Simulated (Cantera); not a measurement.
Input: 1 mol C₃H₆, 0.51 mol CO₂, 3.2 mol H₂, at 1000 Pa.

Method: chemical equilibrium by Gibbs-energy minimisation in Cantera with the NASA 1993 tables (ideal gas, pure condensed phases). Candidate condensed phases: C, C₆H₆, C₇H₈, C₈H₁₈, H₂O; 110 gas species. Rates play no part.

x: gas mole fraction; n: condensed amount in mol.

```tsv
T (°C)	x H₂	x CO	x H	x CH₄	x H₂O	n C(graphite)
675	0.857	0.140	4.86e-9	0.00126	(withheld)	2.49
775	0.858	0.141	7.16e-8	0.000430	(withheld)	2.49
875	0.859	0.141	6.64e-7	0.000175	(withheld)	2.49
975	0.859	0.141	4.33e-6	8.22e-5	(withheld)	2.49
1075	0.859	0.141	2.14e-5	4.30e-5	(withheld)	2.49
1175	0.859	0.141	8.54e-5	2.46e-5	(withheld)	2.49
1275	0.858	0.141	0.000285	1.51e-5	(withheld)	2.49
1375	0.858	0.141	0.000825	9.86e-6	(withheld)	2.49
1475	0.857	0.141	0.00211	6.75e-6	(withheld)	2.49
1575	0.854	0.141	0.00490	4.80e-6	(withheld)	2.49
1675	0.849	0.141	0.0104	3.52e-6	(withheld)	2.48
1775	0.839	0.140	0.0205	2.64e-6	(withheld)	2.48
```

Q: Complete the blanks.

A: 
- 675, x H₂O: 0.00116
- 775, x H₂O: 0.000226
- 875, x H₂O: 5.83e-5
- 975, x H₂O: 1.87e-5
- 1075, x H₂O: 7.08e-6
- 1175, x H₂O: 3.07e-6
- 1275, x H₂O: 1.49e-6
- 1375, x H₂O: 7.89e-7
- 1475, x H₂O: 4.50e-7
- 1575, x H₂O: 2.72e-7
- 1675, x H₂O: 1.73e-7
- 1775, x H₂O: 1.14e-7
